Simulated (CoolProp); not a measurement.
Saturation properties of trans-2-butene (Tc = 428.6 K, pc = 4.019 MPa, ω = 0.210).

Values from CoolProp's reference Helmholtz-energy equation of state, Lemmon 2005. It is a short technical equation, of lower accuracy than the large ones.

```csv
T (K),p (MPa),vapour density (kg/m³),surface tension (mN/m)
213.4,0.004600,0.1462,24.0
228.8,0.01208,0.3600,21.9
244.2,0.02761,0.7766,19.9
259.6,0.05639,1.509,17.9
275,0.1051,2.697,15.9
290.4,0.1819,4.511,14.0
305.8,0.2961,7.154,12.2
321.2,0.4577,10.88,10.3
336.6,0.6780,16.02,8.59
352,0.9689,23.03,6.90
367.4,1.343,32.61,5.28
382.8,1.816,45.97,3.74
```

It boils at 274.0 K under 1 atm.

Surface tension comes from a separate correlation (Mulero 2014).
